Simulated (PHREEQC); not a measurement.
Solution A (1.2 mmol/kgw NaHCO3, 92 mmol/kgw KOH and 0.31 mmol/kgw LiCl) is mixed with solution B (0.03 mol AgNO3 and 6.8e-05 mol HNO3 per kg of water) at 25 °C; shares are by mass of water, 1 kg in all. Oxygen is held at 0.21 atm. No CO2 enters from the air. Only these solids could form: Cerargyrite, Ag2O, Ag2CO3, Halite, Nahcolite, Natron.

All values are PHREEQC results (ion-association model, wateq4f.dat), not measurements.

```csv
share of solution B,pH,Ag2O (mol),Ag2CO3 (mol),Cerargyrite (mol),Ag in solution (mol/kgw),CO3-2 (mol/kgw)
0,12.84,0,0,0,0,0.00119
0.05,12.82,0.000741,0,0,1.85e-5,0.00113
0.1,12.79,?,0,0,1.74e-5,0.00107
0.15,12.75,0.00224,0,0,1.63e-5,0.00101
0.2,?,0.00299,0,0,1.52e-5,0.000951
0.25,12.68,?,0,0,1.41e-5,0.000892
0.3,12.64,0.00449,0,0,1.31e-5,0.000832
0.35,12.59,0.00524,0,0,?,0.000773
0.4,12.53,0.00599,0,0,1.09e-5,0.000713
0.45,12.47,0.00675,0,0,9.90e-6,?
0.5,12.39,0.00750,0,0,?,0.000594
0.55,12.30,0.00825,0,0,8.01e-6,0.000534
0.6,12.18,0.00900,0,0,7.25e-6,0.000474
0.65,12.01,0.00975,0,0,6.89e-6,0.000413
0.7,11.72,?,0,3.58e-5,7.84e-6,0.000350
0.75,10.52,0.0112,0,7.37e-5,7.20e-5,0.000210
0.8,8.63,0.00906,0.000216,6.16e-5,?,7.14e-7
0.85,8.30,0.00678,0.000169,4.61e-5,0.0115,1.58e-7
0.9,8.11,0.00451,0.000113,3.07e-5,0.0177,6.86e-8
0.95,7.99,0.00224,5.45e-5,1.52e-5,0.0239,3.85e-8
1,4.23,0,0,0,0.0300,0
```

Q: Complete the blanks.

A: 
- 0.1, Ag2O (mol): 0.00149
- 0.2, pH: 12.72
- 0.25, Ag2O (mol): 0.00374
- 0.35, Ag in solution (mol/kgw): 1.20e-5
- 0.45, CO3-2 (mol/kgw): 0.000654
- 0.5, Ag in solution (mol/kgw): 8.92e-6
- 0.7, Ag2O (mol): 0.0105
- 0.8, Ag in solution (mol/kgw): 0.00538

Species that the database lacks are ignored.
